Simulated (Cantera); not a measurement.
Feed: 1 mol CH3Cl, 0.1 mol H2, equilibrated at 2102 °C and 1.10 Pa.

These are equilibrium values from Cantera (NASA tables, ideal gas, pure condensed phases), not measurements of a reactor. Candidate condensed phases: C, C6H6, C7H8, C8H18; 91 gas species. The numbers say what is thermodynamically allowed, not how fast it happens.

Task: What is the equilibrium state?

Result: x(H): 0.716
x(Cl): 0.233
x(H2): 0.0284
x(HCl): 0.0129
x(C3): 0.00581
x(C): 0.00248
x(C2): 0.000523
x(C2H): 0.000241
x(C2H2 (acetylene)): 0.000176
n(C(graphite)): 0.911 mol
gas amount: 4.067 mol
